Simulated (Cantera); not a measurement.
Cantera run, input and output.

```python
import numpy as np
import cantera as ct

gas = ct.Solution("h2o2.yaml")
gas.TPX = 675, 1000000, {'H2': 1, 'O2': 0.179, 'N2': 0.536}
flame = ct.FreeFlame(gas, width=0.008)
flame.set_refine_criteria(ratio=3, slope=0.08, curve=0.16)
flame.transport_model = "mixture-averaged"
flame.solve(loglevel=0, auto=True)
z, T = flame.grid, flame.T
thick = (T[-1] - T[0]) / np.gradient(T, z).max()
show = ['H2', 'O2', 'H2O2', 'HO2', 'OH', 'O']
print(f"laminar burning velocity  {flame.velocity[0] * 100:.3f} cm/s")
print(f"burnt temperature         {T[-1]:.1f} K")
print(f"thermal thickness         {thick * 1e3:.4f} mm")
print(f"grid points               {len(z)}")
z0 = z[flame.heat_release_rate.argmax()]
print(f"{'z/mm':>9s}{'T/K':>9s}{'u/(m/s)':>9s}" + "".join(f"{s:>11s}" for s in show))
rows = []
for k in (-3, -2, -1.5, -1, -0.5, -0.25, 0, 0.25, 0.5, 1, 2, 4, 8):
    zz = z0 + k * thick
    rows.append([k * thick, np.interp(zz, z, T), np.interp(zz, z, flame.velocity),
                 *(np.interp(zz, z, flame.X[gas.species_index(s)]) for s in show)])
    print(f"{rows[-1][0] * 1e3:9.3f}{rows[-1][1]:9.1f}{rows[-1][2]:9.3f}" + "".join(f"{x:11.3e}" for x in rows[-1][3:]))
```

It prints:

```
laminar burning velocity  1077.490 cm/s
burnt temperature         2250.1 K
thermal thickness         0.0270 mm
grid points               115
     z/mm      T/K  u/(m/s)         H2         O2       H2O2        HO2         OH          O
   -0.081    675.0   10.775  5.831e-01  1.044e-01  1.012e-12  9.085e-11  5.864e-16  1.100e-14
   -0.054    675.0   10.775  5.831e-01  1.044e-01  1.837e-10  1.625e-08  8.607e-13  1.613e-11
   -0.041    675.2   10.776  5.830e-01  1.044e-01  2.003e-09  1.756e-07  1.823e-11  3.393e-10
   -0.027    677.2   10.797  5.825e-01  1.045e-01  8.241e-08  6.848e-06  2.424e-09  2.922e-08
   -0.014    755.9   11.829  5.715e-01  1.048e-01  2.162e-05  8.266e-04  7.230e-05  1.651e-05
   -0.007   1039.2   15.744  5.376e-01  9.578e-02  6.232e-05  9.077e-04  6.615e-04  2.341e-04
    0.000   1420.2   21.011  4.795e-01  6.720e-02  2.385e-05  4.600e-04  1.409e-03  9.620e-04
    0.007   1691.5   24.866  4.270e-01  3.255e-02  4.775e-06  2.065e-04  2.131e-03  1.114e-03
    0.014   1836.3   26.933  4.005e-01  1.253e-02  2.346e-06  7.704e-05  2.315e-03  6.708e-04
    0.027   1956.8   28.570  3.905e-01  1.938e-03  7.470e-07  1.125e-05  2.257e-03  2.447e-04
    0.054   2050.4   29.749  3.955e-01  1.300e-04  2.249e-07  7.995e-07  1.941e-03  1.124e-04
    0.108   2126.5   30.675  4.026e-01  1.550e-05  9.721e-08  1.501e-07  1.438e-03  5.154e-05
    0.216   2181.5   31.332  4.081e-01  5.459e-06  4.161e-08  5.502e-08  9.402e-04  1.978e-05
```

Detailed kinetics in Cantera: the H2/O2 subset of GRI-Mech 3.0, which has no nitrogen chemistry. The hydrogen kinetics of GRI-Mech 3.0 are dated; newer H2 mechanisms differ, most at raised pressure. Burning velocities carry a grid error of a few per cent, more on coarse grids.
